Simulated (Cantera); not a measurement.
An isothermal, constant-pressure homogeneous reactor starts with 1.49 % CH₄, 98.5 % N₂, at 1675 K and 10.00 Torr.

Cantera simulation using GRI-Mech 3.0 (53 species, 325 reactions); the numbers are that mechanism's predictions, not measurements. GRI-Mech 3.0 stops at C3 and has no aromatics, soot or wall deposition, so with more carbon than oxygen in the feed, carbon stays in small species such as C2H2 where larger ones or solid carbon would form. Radical loss at walls, strong at low pressure, is not modelled.

**Question.** Predict: x(CH₄) at 3.00 s; x(CH₂) at 3.00 s; x(C₂H₂) at 3.00 s; x(C₂H₆) at 3.00 s; x(C₂H) at 3.00 s; x(CH₃) at 3.00 s.

**Answer.** 
```json
{
  "x(CH₄) at 3.00 s": "0.000734 (gas-phase equilibrium 1.65e-7)",
  "x(CH₂) at 3.00 s": "1.88e-7 (gas-phase equilibrium 1.58e-10)",
  "x(C₂H₂) at 3.00 s": "0.00695 (gas-phase equilibrium 0.000590)",
  "x(C₂H₆) at 3.00 s": "3.75e-8 (gas-phase equilibrium <1e-12)",
  "x(C₂H) at 3.00 s": "1.27e-7 (gas-phase equilibrium 1.99e-8)",
  "x(CH₃) at 3.00 s": "5.41e-5 (gas-phase equilibrium 2.29e-8)"
}
```
